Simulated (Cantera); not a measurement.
What does this Cantera script print?

```python
import numpy as np
import cantera as ct

gas_names = """
    H HNO HNO2 HNO3 HO2 H2 H2O H2O2 N NH NH2 NH3 NH2OH NO NO2 NO3 N2 N2H2 N2H4 N2O O OH O2 O3 Si SiH
    SiH2 SiH3 SiH4 SiN SiO SiO2 Si2 Si2N Si3
""".split()
cond_names = """
    H2O(s) H2O(L) Si(cr) Si(L) SiO2(Lqz) SiO2(hqz) SiO2(L) Si2N2O(s) Si3N4(a)
""".split()


# ... load() reads the species with a 1 bar reference pressure and builds the phases ...
atoms = {
    'Si3N4': {'Si': 3, 'N': 4},
    'H2O': {'H': 2, 'O': 1},
    'N2': {'N': 2},
}
top_T = {'Si2N2O(s)': 2100, 'Si3N4(a)': 2400}  # K; cautious upper limits of use, not melting points


# ... equilibrate(T, P, feed) seeds the gas with the atoms and calls Mixture.equilibrate('TP', solver="vcs", rtol=1e-11, max_steps=5000) ...
results = []
feed = {'Si3N4': 1, 'H2O': 0.03, 'N2': 1.7}  # mol
P = 1000  # Pa
for T in [900, 1000, 1100, 1200, 1300, 1400, 1500, 1600, 1700, 1800, 1900, 2000, 2100, 2200]:
    mix = equilibrate(T, P, feed)
    results.append((T, P, feed, dict(zip(mix.species_names, mix.species_moles))))

top = {s: max(r[3][s] / sum(r[3][g] for g in gas_names) for r in results) for s in gas_names}
cols = sorted((s for s in top if top[s] > 0.0001), key=lambda s: -top[s])[:5]
seen = [c for c in cond_names if any(r[3].get(c, 0) > 1e-12 for r in results)]
print("log10 of partial pressures in bar; condensed amounts in mol")
print(f"{'T/K':>10s}" + "".join(f"{s[:9]:>10s}" for s in cols + seen))
for T, P, feed, n in results:
    ng = sum(n[g] for g in gas_names)
    print(f"{T:10.4g}" + "".join(f"{np.log10(max(n[s] / ng * P / 1e5, 1e-99)):10.3f}" for s in cols)
          + "".join(f"{n.get(c, 0):10.4g}" for c in seen))
```

It prints:

```
log10 of partial pressures in bar; condensed amounts in mol
       T/K        N2        Si        H2       SiO         H     Si(L) Si2N2O(s)  Si3N4(a)
       900    -2.008   -25.649    -3.763   -20.394   -11.814         0      0.03      0.98
      1000    -2.008   -21.604    -3.763   -16.982   -10.526         0      0.03      0.98
      1100    -2.008   -18.299    -3.763   -14.200    -9.469         0      0.03      0.98
      1200    -2.008   -15.550    -3.763   -11.888    -8.586         0      0.03      0.98
      1300    -2.008   -13.227    -3.763    -9.939    -7.838         0      0.03      0.98
      1400    -2.008   -11.240    -3.764    -8.274    -7.195         0      0.03      0.98
      1500    -2.008    -9.522    -3.764    -6.835    -6.636         0   0.02997      0.98
      1600    -2.008    -8.022    -3.764    -5.580    -6.147         0   0.02954    0.9802
      1700    -2.009    -6.700    -3.768    -4.477    -5.716         0   0.02417    0.9819
      1800    -2.015    -5.525    -3.780    -3.774    -5.336         0         0    0.9898
      1900    -2.008    -4.899    -4.118    -4.099    -5.160     2.964         0         0
      2000    -2.009    -4.361    -4.141    -4.100    -4.859     2.951         0         0
      2100    -2.014    -3.875    -4.183    -4.105    -4.598     2.914         0         0
      2200    -2.025    -3.433    -4.259    -4.116    -4.379     2.811         0         0
```

Cantera equilibrium calculation (NASA polynomials, part measured and part estimated; ideal gas, pure solids and liquids). Mutual solubility and eutectic melting of coexisting phases are not modelled. The tables' values for SiN are old estimates; treat these amounts as uncertain.
